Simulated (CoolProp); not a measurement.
A Linde-Hampson liquefier for normal hydrogen: isothermal reversible compression at 280 K from 1 atm to 15 MPa, throttling to 1 atm, return gas leaving the recuperator 10 K below the feed. Each further row changes one setting.

Computed with CoolProp (reference Helmholtz-energy equation of state, Leachman 2009).

```csv
case,compression work (kJ/kg of gas)
as stated,5880
high pressure 30 MPa,6790
warm-end temperature 310 K,6500
warm-end gap 15 K,5880
```
